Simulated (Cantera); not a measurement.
## Hydrocarbon pyrolysis for carbon deposition

A perfectly stirred reactor is fed with C₂H₆ : N₂ = 1 : 4.3 (molar parts), at 100000 Pa; it is held at 1125 K, and followed from long to short residence time.

Computed with Cantera and GRI-Mech 3.0 (53 species, 325 reactions). GRI-Mech 3.0 stops at C3 and has no aromatics, soot or wall deposition, so with more carbon than oxygen in the feed, carbon stays in small species such as C2H2 where larger ones or solid carbon would form.

```csv
τ (s),x C₂H₆,x C₂H₄,x CH₃,x HCN,x CH₄,x CH₂,x C₂H₂
16,0.00697,0.106,1.78e-6,<1e-12,0.0591,1.17e-12,0.0194
5.8,0.0101,0.112,1.73e-6,<1e-12,0.0433,1.44e-12,0.0169
2.1,0.0154,0.117,1.72e-6,<1e-12,0.0306,1.80e-12,0.0138
0.77,0.0255,0.117,1.84e-6,<1e-12,0.0213,2.39e-12,0.00985
0.28,0.0453,0.108,2.20e-6,<1e-12,0.0142,3.45e-12,0.00574
0.10,0.0817,0.0833,2.90e-6,<1e-12,0.00825,5.14e-12,0.00253
0.037,0.127,0.0493,3.72e-6,<1e-12,0.00392,6.95e-12,0.000862
0.013,0.162,0.0212,4.27e-6,<1e-12,0.00145,7.94e-12,0.000205
0.0048,0.179,0.00794,4.21e-6,<1e-12,0.000497,7.33e-12,3.66e-5
```
x: mole fraction; the columns are a selection and need not sum to one.
